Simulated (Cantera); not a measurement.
What does this Cantera script print?

```python
import numpy as np
import cantera as ct

gas_names = [...]  # 110 gases of nasa_gas.yaml made of C, H, O
cond_names = """
    C(gr) C6H6(L) C7H8(L) C8H18(L),n-octa H2O(s) H2O(L)
""".split()


# ... load() reads the species with a 1 bar reference pressure and builds the phases ...
atoms = {
    'C2H6': {'C': 2, 'H': 6},
    'O2': {'O': 2},
    'H2': {'H': 2},
}
top_T = {'C(gr)': 4500}  # K; cautious upper limits of use, not melting points


# ... equilibrate(T, P, feed) seeds the gas with the atoms and calls Mixture.equilibrate('TP', solver="vcs", rtol=1e-11, max_steps=5000) ...
results = []
feed = {'C2H6': 1, 'O2': 0.72, 'H2': 1.2}  # mol
P = 2800000  # Pa
for T in [1173, 1323, 1473, 1623, 1773, 1923, 2073, 2223, 2373]:
    mix = equilibrate(T, P, feed)
    results.append((T, P, feed, dict(zip(mix.species_names, mix.species_moles))))
    x = sorted(zip(gas.X, gas.species_names), reverse=True)
    print(f"T = {T:g} K  P = {P:g} Pa  gas = {mix.phase_moles(0):.4g} mol")
    print("   x: " + "  ".join(f"{s} {v:.3e}" for v, s in x if v > 0.001))
    print("   condensed (mol): " + ("  ".join(f"{mix.phase(i).name} {mix.phase_moles(i):.4g}"
          for i in range(1, mix.n_phases) if mix.phase_moles(i) > 1e-12) or "none"))
```

Result:

```
T = 1173 K  P = 2.8e+06 Pa  gas = 4.405 mol
   x: H2 5.397e-01  CO 1.799e-01  CH4 1.586e-01  H2O 9.649e-02  CO2 2.528e-02
   condensed (mol): C(gr) 0.3972
T = 1323 K  P = 2.8e+06 Pa  gas = 5.05 mol
   x: H2 6.426e-01  CO 2.406e-01  CH4 7.860e-02  H2O 3.174e-02  CO2 6.404e-03
   condensed (mol): C(gr) 0.3553
T = 1473 K  P = 2.8e+06 Pa  gas = 5.364 mol
   x: H2 6.935e-01  CO 2.550e-01  CH4 3.954e-02  H2O 1.037e-02  CO2 1.541e-03
   condensed (mol): C(gr) 0.4113
T = 1623 K  P = 2.8e+06 Pa  gas = 5.498 mol
   x: H2 7.171e-01  CO 2.571e-01  CH4 2.135e-02  H2O 3.909e-03
   condensed (mol): C(gr) 0.4657
T = 1773 K  P = 2.8e+06 Pa  gas = 5.56 mol
   x: H2 7.284e-01  CO 2.570e-01  CH4 1.252e-02  H2O 1.712e-03
   condensed (mol): C(gr) 0.4989
T = 1923 K  P = 2.8e+06 Pa  gas = 5.59 mol
   x: H2 7.340e-01  CO 2.566e-01  CH4 7.925e-03
   condensed (mol): C(gr) 0.5161
T = 2073 K  P = 2.8e+06 Pa  gas = 5.608 mol
   x: H2 7.364e-01  CO 2.563e-01  CH4 5.348e-03
   condensed (mol): C(gr) 0.5213
T = 2223 K  P = 2.8e+06 Pa  gas = 5.619 mol
   x: H2 7.366e-01  CO 2.560e-01  CH4 3.802e-03  C2H2,acetylene 2.138e-03  H 1.039e-03
   condensed (mol): C(gr) 0.5145
T = 2373 K  P = 2.8e+06 Pa  gas = 5.628 mol
   x: H2 7.343e-01  CO 2.556e-01  C2H2,acetylene 4.517e-03  CH4 2.816e-03  H 2.262e-03
   condensed (mol): C(gr) 0.4917
```

Cantera equilibrium calculation (NASA polynomials, part measured and part estimated; ideal gas, pure solids and liquids).
